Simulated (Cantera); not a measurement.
A perfectly stirred reactor is fed with H₂ : O₂ : N₂ = 0.064 : 1 : 0.65 (molar parts), equivalence ratio 0.032, at 10.00 Torr; it is held at 1398 K, and followed from long to short residence time.

Cantera simulation using GRI-Mech 3.0 (53 species, 325 reactions); the numbers are that mechanism's predictions, not measurements. Radical loss at walls, strong at low pressure, is not modelled. The temperature is held fixed by assumption; the heat of reaction is taken as removed at once.

One state of this run: x H₂ = 0.00244; x O₂ = 0.555; x OH = 0.00505; x H₂O₂ = 4.67e-8; x NO = 5.75e-8; x O = 0.0230; x HO₂ = 1.28e-6. x: mole fraction; the columns are a selection and need not sum to one.

Problem. Which value of τ (s) does it belong to?
(A) 0.00063
(B) 0.0042
(C) 0.011
(D) 0.072

Solution. B, 0.0042
